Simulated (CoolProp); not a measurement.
Vapour-liquid equilibrium of n-hexane (1) + p-xylene (2) at 390.8 K; x and y are mole fractions of (1).

Computed with CoolProp (multi-fluid Helmholtz-energy mixture model, Thol 2019 and Zhou 2012; pair parameters Bell 2016).

Problem. Give the bubble pressure and the first vapour's composition at x = 0.35, 0.575, 0.875. Is there an azeotrope?

Solution. x = 0.35: 0.1808 MPa, y = 0.776; x = 0.575: 0.2491 MPa, y = 0.883; x = 0.875: 0.3386 MPa, y = 0.970. No azeotrope shows between x = 0.05 and 0.95.

The pair parameters rest on a limited set of measurements; away from them the model extrapolates.
